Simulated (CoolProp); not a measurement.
Saturated liquid density (kg/m³) of methane: the reference equation beside estimates from Tc = 190.6 K, pc = 4.599 MPa, ω = 0.011. Rackett uses Z = 0.29056 − 0.08775 ω.

The numbers come from the reference Helmholtz-energy equation of state, Setzmann 1991 in CoolProp.

```
T (K)  reference  Rackett  van der Waals  Redlich-Kwong  Soave-Redlich-Kwong  Peng-Robinson
-----  ---------  -------  -------------  -------------  -------------------  -------------
106.8      429.4    428.5          294.6          435.4                428.9          483.7
113.4      419.8    418.9          288.0          424.2                418.2          472.1
120        409.9    408.9          281.1          412.3                406.8          459.7
126.6      399.6    398.5          273.8          399.5                394.6          446.3
133.3      388.5    387.4          265.9          385.6                381.3          431.6
139.9      377.0    375.8          257.6          370.8                367.1          415.8
146.5      364.8    363.6          248.7          354.8                351.7          398.5
153.2      351.3    350.2          238.9          337.1                334.6          379.1
159.8      336.8    335.8          228.2          317.9                315.9          357.8
166.4      320.4    319.7          216.3          296.4                295.0          333.6
173        301.5    301.1          202.5          271.8                270.9          305.5
179.7      277.5    277.8          185.5          241.7                241.3          270.8
186.3      242.8    244.4          162.2          201.7                201.5          223.9
```

Absolute difference from the reference over all 13 rows, mean and median: Rackett 0.3 and 0.3 %, van der Waals 32.1 and 31.8 %, Redlich-Kwong 5.0 and 2.7 %, Soave-Redlich-Kwong 5.4 and 3.6 %, Peng-Robinson 8.4 and 9.2 %.
